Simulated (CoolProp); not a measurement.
Vapour-liquid equilibrium of R134a (1) + dimethyl ether (2) at 326 K; x and y are mole fractions of (1).

Computed with CoolProp (multi-fluid Helmholtz-energy mixture model, Tillner-Roth 1994 and Wu 2011; pair parameters Bell 2016).

```json
[
 {"x": "0.05", "bubble pressure (MPa)": "1.218", "y at the bubble point": "?", "dew pressure at overall composition x (MPa)": "1.217", "liquid density (mol/L)": "13.18"},
 {"x": "0.2", "bubble pressure (MPa)": "1.208", "y at the bubble point": "0.200", "dew pressure at overall composition x (MPa)": "1.208", "liquid density (mol/L)": "12.80"},
 {"x": "0.35", "bubble pressure (MPa)": "1.217", "y at the bubble point": "0.365", "dew pressure at overall composition x (MPa)": "1.215", "liquid density (mol/L)": "12.42"},
 {"x": "0.5", "bubble pressure (MPa)": "1.243", "y at the bubble point": "?", "dew pressure at overall composition x (MPa)": "?", "liquid density (mol/L)": "?"},
 {"x": "0.65", "bubble pressure (MPa)": "1.283", "y at the bubble point": "0.688", "dew pressure at overall composition x (MPa)": "1.272", "liquid density (mol/L)": "?"},
 {"x": "0.8", "bubble pressure (MPa)": "1.335", "y at the bubble point": "0.831", "dew pressure at overall composition x (MPa)": "1.322", "liquid density (mol/L)": "11.22"},
 {"x": "0.95", "bubble pressure (MPa)": "1.394", "y at the bubble point": "?", "dew pressure at overall composition x (MPa)": "?", "liquid density (mol/L)": "10.81"}
]
```

Problem. Complete the blanks.

Solution. 
- 0.05, y at the bubble point: 0.046
- 0.5, y at the bubble point: 0.531
- 0.5, dew pressure at overall composition x (MPa): 1.237
- 0.5, liquid density (mol/L): 12.02
- 0.65, liquid density (mol/L): 11.62
- 0.95, y at the bubble point: 0.960
- 0.95, dew pressure at overall composition x (MPa): 1.389

y crosses x between x = 0.2 and 0.35: the model has an azeotrope there.

The pair parameters rest on a limited set of measurements; away from them the model extrapolates.
